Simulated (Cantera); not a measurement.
Input: 1 mol B2O3, 0.086 mol H2O, 0.13 mol N2, at 823.15 K and 0.0133 bar.

Method: chemical equilibrium by Gibbs-energy minimisation in Cantera with the NASA 1993 tables (ideal gas, pure condensed phases). Candidate condensed phases: B, BN, B2O3, B3O3H3, H2O; 39 gas species. Gases not in the tables: H3BO3. The numbers say what is thermodynamically allowed, not how fast it happens.

Base state: N2 0.603, H2O 0.395, (HBO2)3 0.00227 (mole fractions); condensed: B2O3(l).

Problem. What changes in the equilibrium state with this change: 0.025 mol Cl2 added?

Solution. 
```
species        before    after
------------  -------  -------
N2              0.603    0.515
H2O             0.395    0.245
HCl                 0    0.187
O2            3.85e-9   0.0467
(HBO2)3       0.00227  0.00111
Cl2                 0  0.00551
Cl                  0  1.01e-5
B2O3(l), mol    0.999    1.000
```
Further candidate phases: NH4Cl.
